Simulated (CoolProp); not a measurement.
A closed Brayton cycle with carbon dioxide: compressor inlet 313.15 K and 9.8 MPa, high pressure 19.2 MPa, turbine inlet 755 K, compressor efficiency 0.89, turbine efficiency 0.9, recuperator effectiveness 0.95 (on enthalpy, no pinch check). Each further row changes one setting.

Model: reference Helmholtz-energy equation of state, Span 1996, in CoolProp.

```json
[
 {"case": "as stated", "thermal efficiency (%)": "32.0", "net work (kJ/kg)": "66.1", "compressor to turbine work": "0.19", "compressor exit (K)": "335.3", "turbine exit (K)": "677.4"},
 {"case": "turbine inlet 705 K", "thermal efficiency (%)": "30.3", "net work (kJ/kg)": "59.7", "compressor to turbine work": "0.21", "compressor exit (K)": "335.3", "turbine exit (K)": "630.3"},
 {"case": "compressor inlet 323.15 K", "thermal efficiency (%)": "31.8", "net work (kJ/kg)": "57.7", "compressor to turbine work": "0.30", "compressor exit (K)": "366.5", "turbine exit (K)": "677.4"},
 {"case": "high pressure 16.3 MPa", "thermal efficiency (%)": "29.3", "net work (kJ/kg)": "51.7", "compressor to turbine work": "0.18", "compressor exit (K)": "329.6", "turbine exit (K)": "696.0"},
 {"case": "recuperator effectiveness 0.5", "thermal efficiency (%)": "16.4", "net work (kJ/kg)": "66.1", "compressor to turbine work": "0.19", "compressor exit (K)": "335.3", "turbine exit (K)": "677.4"}
]
```
